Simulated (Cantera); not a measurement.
A perfectly stirred reactor is fed with NH3 : N2 = 1 : 16 (molar parts), at 0.296 atm; it is held at 1700 K, and followed from long to short residence time.

Detailed kinetics in Cantera: the gas-phase N/H chemistry of the illustrative SiF4/NH3 mechanism in the Surface Chemkin manual (1991). Walls and surfaces, which speed up NH3 decomposition in real reactors, are not modelled.

Problem. What does this change do: N2 16 to 28 parts?

Solution. 
```csv
quantity,before,after
x(NH3) at τ = 8.20 s,0.0201,0.0113
x(N2) at τ = 8.20 s,0.925,0.955
x(N) at τ = 8.20 s,7.32e-8,8.05e-8
x(H2) at τ = 8.20 s,0.0548,0.0336
x(N2H4) at τ = 8.20 s,1.30e-9,6.53e-10
x(NH3) at τ = 61.0 ms,0.0577,0.0338
x(N2) at τ = 61.0 ms,0.941,0.965
x(N) at τ = 61.0 ms,7.28e-9,7.46e-9
x(H2) at τ = 61.0 ms,0.00153,0.000988
x(N2H4) at τ = 61.0 ms,1.05e-8,6.39e-9
```

Problem. What does this change do: NH3 1 to 3.9 parts?

Solution. 
```csv
quantity,before,after
x(NH3) at τ = 8.20 s,0.0201,0.0706
x(N2) at τ = 8.20 s,0.925,0.772
x(N) at τ = 8.20 s,7.32e-8,5.44e-8
x(H2) at τ = 8.20 s,0.0548,0.157
x(N2H4) at τ = 8.20 s,1.30e-9,5.53e-9
x(NH3) at τ = 61.0 ms,0.0577,0.193
x(N2) at τ = 61.0 ms,0.941,0.803
x(N) at τ = 61.0 ms,7.28e-9,6.71e-9
x(H2) at τ = 61.0 ms,0.00153,0.00407
x(N2H4) at τ = 61.0 ms,1.05e-8,3.18e-8
```
